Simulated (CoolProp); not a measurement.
Vapour pressure (bar) of chlorine: the reference equation beside estimates from Tc = 416.9 K, pc = 76.42 bar, ω = 0.070. Clausius-Clapeyron is anchored at 315.1 K with a constant enthalpy of vaporisation of 16.58 kJ/mol.

Computed with CoolProp (reference Helmholtz-energy equation of state, Thol 2021).

```tsv
T (K)	reference	Lee-Kesler	Clausius-Clapeyron	van der Waals	Redlich-Kwong	Soave-Redlich-Kwong	Peng-Robinson
285.6	5.431	5.443	6.225	13.72	5.559	5.437	5.461
289.8	6.142	6.146	6.887	14.79	6.303	6.143	6.159
294	6.920	6.914	7.599	15.91	7.116	6.915	6.923
298.2	?	7.751	8.360	17.10	8.003	7.757	7.755
302.4	8.690	8.659	?	18.33	8.966	8.672	8.658
306.7	9.715	9.667	10.06	19.66	10.03	9.690	9.663
310.9	10.80	10.73	10.99	21.01	11.16	10.77	10.72
315.1	11.97	11.88	11.97	22.42	12.38	11.93	11.87
319.3	13.22	13.11	13.01	23.89	13.68	13.18	13.10
323.5	14.57	14.43	?	25.41	15.08	14.52	14.43
327.7	16.02	15.85	15.26	27.00	16.57	15.96	15.85
331.9	17.56	17.36	16.48	28.66	?	17.49	17.36
336.1	19.21	18.97	17.77	30.37	19.86	19.14	18.99
340.3	20.96	20.69	?	32.15	21.66	20.89	20.72
344.5	22.83	22.52	20.53	33.99	23.57	22.75	22.56
```

Question: Complete the blanks.

Answer: 
- 298.2, reference: 7.768
- 302.4, Clausius-Clapeyron: 9.174
- 323.5, Clausius-Clapeyron: 14.10
- 331.9, Redlich-Kwong: 18.16
- 340.3, Clausius-Clapeyron: 19.12

Absolute difference from the reference over all 15 rows, mean and median: Lee-Kesler 0.7 and 0.8 %, Clausius-Clapeyron 6.5 and 6.2 %, van der Waals 92.4 and 87.3 %, Redlich-Kwong 3.2 and 3.3 %, Soave-Redlich-Kwong 0.3 and 0.3 %, Peng-Robinson 0.7 and 0.8 %.
